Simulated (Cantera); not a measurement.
## HF + O2 + H2 (abatement and gas-phase synthesis)

Input: 1 mol HF, 3.5 mol O2, a varied amount of H2, equilibrated at 2350 K and 0.0380 bar.

Equilibrium computed with Cantera from the NASA thermochemical tables; the gas is ideal and each condensed phase is pure. Candidate condensed phases: H2O; 22 gas species. Rates play no part.

```
n(H2) (mol)   x H2O      x O2      x H2    x HF      x H     x OH       x O
-----------  ------  --------  --------  ------  -------  -------  --------
0.26         0.0447     0.695  0.000756   0.211  0.00176   0.0179    0.0282
0.44         0.0772     0.661   0.00134   0.207  0.00234   0.0233    0.0275
0.75          0.131     0.607   0.00238   0.200  0.00312   0.0297    0.0264
1.3           0.221     0.520   0.00431   0.189  0.00420   0.0371    0.0244
2.2           0.349     0.399   0.00777   0.173  0.00564   0.0436    0.0214
3.7           0.521     0.241    0.0150   0.152  0.00782   0.0470    0.0166
6.3           0.718    0.0550    0.0431   0.125   0.0133   0.0381   0.00795
11            0.556  0.000619     0.315  0.0812   0.0359   0.0109  0.000843
18            0.353   8.37e-5     0.543  0.0512   0.0471  0.00528  0.000310
```
x: gas mole fraction; nothing condenses.

From 0.26 mol H2 to 18 mol H2 nothing is condensed.
